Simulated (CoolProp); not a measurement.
Saturation properties of n-nonane (Tc = 594.5 K, pc = 22.82 bar, ω = 0.443).

Values from CoolProp's reference Helmholtz-energy equation of state, Lemmon 2006. It is a short technical equation, of lower accuracy than the large ones.

| T (K) | p (bar) | liquid density (kg/m³) | vapour density (kg/m³) | surface tension (mN/m) | vapour viscosity (µPa s) |
|---|---|---|---|---|---|
| 312 | 0.01325 | 703.1 | 0.06568 | 21.1 | 5.68 |
| 318 | 0.01844 | 698.3 | 0.08972 | 20.5 | 5.79 |
| 324.1 | 0.02540 | 693.4 | 0.1214 | 19.9 | 5.89 |
| 330.2 | 0.03449 | 688.6 | 0.1619 | 19.4 | 6.00 |
| 336.2 | 0.04597 | 683.7 | 0.2122 | 18.8 | 6.10 |
| 342.3 | 0.06079 | 678.8 | 0.2760 | 18.3 | 6.21 |
| 348.3 | 0.07908 | 673.9 | 0.3535 | 17.7 | 6.31 |
| 354.4 | 0.1022 | 669.0 | 0.4498 | 17.2 | 6.41 |
| 360.5 | 0.1306 | 663.9 | 0.5665 | 16.6 | 6.52 |
| 366.5 | 0.1647 | 659.0 | 0.7042 | 16.1 | 6.62 |
| 372.6 | 0.2064 | 653.9 | 0.8709 | 15.5 | 6.72 |
| 378.6 | 0.2556 | 648.8 | 1.065 | 15.0 | 6.82 |
| 384.7 | 0.3149 | 643.6 | 1.296 | 14.5 | 6.92 |
| 390.8 | 0.3849 | 638.4 | 1.565 | 13.9 | 7.02 |

It boils at 423.9 K under 1 atm.

Viscosity comes from a separate model (Huber 2004). Surface tension comes from a separate correlation (Mulero 2012).
